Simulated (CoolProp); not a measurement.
The numbers come from the reference Helmholtz-energy equation of state, Schroeder 2014 in CoolProp.

**Question.** Give the vapour pressure (kPa), liquid cp (kJ/(kg K)), vapour Z, vapour viscosity (µPa s) of saturated ethanol at 340.8 K.

**Answer.** 
| T (K) | p (kPa) | liquid cp (kJ/(kg K)) | vapour Z | vapour viscosity (µPa s) |
|---|---|---|---|---|
| 340.8 | 65.2 | 2.82 | 0.976 | 10.1 |

Viscosity comes from a separate model (Kiselev 2005).
